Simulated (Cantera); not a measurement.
A freely propagating, adiabatic, planar premixed flame of 16.1 % H₂, 16.1 % O₂, 67.7 % N₂, equivalence ratio 0.50, unburnt at 350 K and 0.140 bar; mixture-averaged transport, grid criteria slope 0.08 and curve 0.16, no radiation.

Detailed kinetics in Cantera: the H2/O2 subset of GRI-Mech 3.0, which has no nitrogen chemistry. Burning velocities carry a grid error of a few per cent, more on coarse grids. Lean hydrogen flames are cellular in practice and burn faster than this planar one.

Predict: laminar burning velocity; thermal thickness; peak x(OH); peak x(H); peak x(HO₂); peak x(H₂O₂).


```
Property                      Value
------------------------  ---------
laminar burning velocity  79.8 cm/s
thermal thickness           4.52 mm
peak x(OH)                  0.00430
peak x(H)                    0.0123
peak x(HO₂)                0.000101
peak x(H₂O₂)                2.59e-5
```
